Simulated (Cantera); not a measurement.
Mixture: CH4 : O2 : N2 = 1 : 0.909 : 2.91 (molar parts), equivalence ratio 2.2, at 480000 Pa, adiabatic and at constant volume. Ignition delay is the time to a rise of 400 K.

Model: GRI-Mech 3.0 (53 species, 325 reactions), integrated in Cantera.

**Question.** Predict: delay at 1000 K; delay at 1100 K; delay at 1200 K; delay at 1300 K; apparent activation energy between 1250 and 1350 K.

**Answer.** 
| Quantity | Result |
|---|---|
| delay at 1000 K | 0.251 s |
| delay at 1100 K | 53.2 ms |
| delay at 1200 K | 13.2 ms |
| delay at 1300 K | 3.74 ms |
| apparent activation energy between 1250 and 1350 K | 170 kJ/mol |
